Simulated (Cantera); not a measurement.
Ignition delay

Mixture: 16.0 % CH₄, 16.8 % O₂, 63.4 % N₂, 3.68 % CO₂, 0.117 % C₂H₆, equivalence ratio 1.9, at 900 Torr, adiabatic and at constant pressure. Ignition delay is the time to a rise of 400 K.

Detailed kinetics in Cantera: GRI-Mech 3.0 (53 species, 325 reactions).

```json
[
 {"T0 (K)": "1000", "delay (ms)": "920"},
 {"T0 (K)": "1075", "delay (ms)": "289"},
 {"T0 (K)": "1150", "delay (ms)": "96.1"},
 {"T0 (K)": "1225", "delay (ms)": "33.8"},
 {"T0 (K)": "1300", "delay (ms)": "12.5"},
 {"T0 (K)": "1375", "delay (ms)": "4.82"},
 {"T0 (K)": "1450", "delay (ms)": "1.95"}
]
```

```json
{
 "apparent activation energy between 1300 and 1450 K": "190 kJ/mol"
}
```
